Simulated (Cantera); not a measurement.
Input (Python, Cantera) and output of one run.

```python
import numpy as np
import cantera as ct

gas_names = [...]  # 123 gases of nasa_gas.yaml made of C, H, O, Si
cond_names = """
    C(gr) C6H6(L) C7H8(L) C8H18(L),n-octa H2O(s) H2O(L) Si(cr) Si(L) SiC(b) SiO2(Lqz) SiO2(hqz) SiO2(L)
""".split()


# ... load() reads the species with a 1 bar reference pressure and builds the phases ...
atoms = {
    'SiC': {'Si': 1, 'C': 1},
    'O2': {'O': 2},
    'H2': {'H': 2},
    'H2O': {'H': 2, 'O': 1},
}
top_T = {'C(gr)': 4500, 'SiC(b)': 3050}  # K; cautious upper limits of use, not melting points


# ... equilibrate(T, P, feed) seeds the gas with the atoms and calls Mixture.equilibrate('TP', solver="vcs", rtol=1e-11, max_steps=5000) ...
results = []
feed = {'SiC': 1, 'O2': 0.012, 'H2': 17, 'H2O': 0.033}  # mol
T = 1475  # K
P = 81  # Pa
mix = equilibrate(T, P, feed)
results.append((T, P, feed, dict(zip(mix.species_names, mix.species_moles))))
print(gas.report(threshold=1e-06))
for i in range(1, mix.n_phases):
    print(f"{mix.phase(i).name:16s} {mix.phase_moles(i):12.5e} mol")
```

Result:

```
       temperature   1475 K
          pressure   81 Pa
           density   1.4062e-05 kg/m^3
  mean mol. weight   2.129 kg/kmol
   phase of matter   gas

                          1 kg             1 kmol
                     ---------------   ---------------
          enthalpy        1.6571e+07        3.5281e+07  J
   internal energy        1.0811e+07        2.3018e+07  J
           entropy         1.118e+05        2.3802e+05  J/K
    Gibbs function       -1.4833e+08        -3.158e+08  J
 heat capacity c_p             15155             32265  J/K
 heat capacity c_v             11250             23951  J/K

                      mass frac. Y      mole frac. X     chem. pot. / RT
                     ---------------   ---------------   ---------------
                CO          0.021943         0.0016679           -49.239
                 H        0.00021535        0.00045484           -12.838
                H2           0.94331           0.99621           -25.676
                Si        1.4717e-05        1.1157e-06           -6.3945
               SiO          0.034508         0.0016666           -50.305
     [ +118 minor]        5.4348e-06        4.6064e-07

C(gr)             0.00000e+00 mol
Si(cr)            0.00000e+00 mol
SiC(b)            9.71488e-01 mol
SiO2(hqz)         0.00000e+00 mol
```

Equilibrium computed with Cantera from the NASA thermochemical tables; the gas is ideal and each condensed phase is pure.
